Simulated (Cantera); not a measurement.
Stirred combustor or abatement burner

A perfectly stirred reactor is fed with CH4 : O2 : N2 = 1 : 2.04 : 7.67 (molar parts), equivalence ratio 0.98, at 3.60 bar; it is adiabatic with a 625 K inlet, and is followed from long to short residence time, starting on the burning branch (τ in s: 0.21, 0.11, 0.053, 0.027, 0.014, 0.0069, 0.0035, 0.0018, 0.0009, 0.00045, 0.00023, 0.00012, 5.9e-05).

Model: GRI-Mech 3.0 (53 species, 325 reactions), integrated in Cantera.

```json
[
 {"τ (s)": "0.21", "T (K)": "2409", "x CH4": "3.66e-7", "x O2": "0.00819", "x C2H6": "<1e-12", "x CH2CO": "1.38e-10", "x C2H2": "9.08e-12", "x HCO": "6.82e-9"},
 {"τ (s)": "0.11", "T (K)": "2409", "x CH4": "6.92e-7", "x O2": "0.00830", "x C2H6": "<1e-12", "x CH2CO": "2.63e-10", "x C2H2": "2.94e-11", "x HCO": "9.80e-9"},
 {"τ (s)": "0.053", "T (K)": "2409", "x CH4": "1.41e-6", "x O2": "0.00853", "x C2H6": "<1e-12", "x CH2CO": "5.47e-10", "x C2H2": "1.12e-10", "x HCO": "1.66e-8"},
 {"τ (s)": "0.027", "T (K)": "2407", "x CH4": "2.68e-6", "x O2": "0.00886", "x C2H6": "1.84e-12", "x CH2CO": "1.08e-9", "x C2H2": "3.81e-10", "x HCO": "2.91e-8"},
 {"τ (s)": "0.014", "T (K)": "2404", "x CH4": "4.92e-6", "x O2": "0.00931", "x C2H6": "6.18e-12", "x CH2CO": "2.13e-9", "x C2H2": "1.20e-9", "x HCO": "5.30e-8"},
 {"τ (s)": "0.0069", "T (K)": "2396", "x CH4": "9.26e-6", "x O2": "0.01000", "x C2H6": "2.17e-11", "x CH2CO": "4.49e-9", "x C2H2": "3.79e-9", "x HCO": "1.04e-7"},
 {"τ (s)": "0.0035", "T (K)": "2383", "x CH4": "1.65e-5", "x O2": "0.0109", "x C2H6": "6.81e-11", "x CH2CO": "9.33e-9", "x C2H2": "1.02e-8", "x HCO": "2.00e-7"},
 {"τ (s)": "0.0018", "T (K)": "2363", "x CH4": "2.81e-5", "x O2": "0.0121", "x C2H6": "1.95e-10", "x CH2CO": "1.91e-8", "x C2H2": "2.38e-8", "x HCO": "3.83e-7"},
 {"τ (s)": "0.00090", "T (K)": "2333", "x CH4": "4.77e-5", "x O2": "0.0137", "x C2H6": "5.48e-10", "x CH2CO": "3.97e-8", "x C2H2": "5.09e-8", "x HCO": "7.54e-7"},
 {"τ (s)": "0.00045", "T (K)": "2294", "x CH4": "8.02e-5", "x O2": "0.0157", "x C2H6": "1.49e-9", "x CH2CO": "8.06e-8", "x C2H2": "1.01e-7", "x HCO": "1.48e-6"},
 {"τ (s)": "0.00023", "T (K)": "2248", "x CH4": "0.000134", "x O2": "0.0181", "x C2H6": "3.95e-9", "x CH2CO": "1.59e-7", "x C2H2": "1.92e-7", "x HCO": "2.82e-6"},
 {"τ (s)": "0.00012", "T (K)": "2196", "x CH4": "0.000227", "x O2": "0.0208", "x C2H6": "1.08e-8", "x CH2CO": "3.17e-7", "x C2H2": "3.77e-7", "x HCO": "5.28e-6"},
 {"τ (s)": "5.9e-5", "T (K)": "2131", "x CH4": "0.000429", "x O2": "0.0246", "x C2H6": "3.78e-8", "x CH2CO": "7.49e-7", "x C2H2": "8.97e-7", "x HCO": "1.05e-5"}
]
```
x: mole fraction; the columns are a selection and need not sum to one.
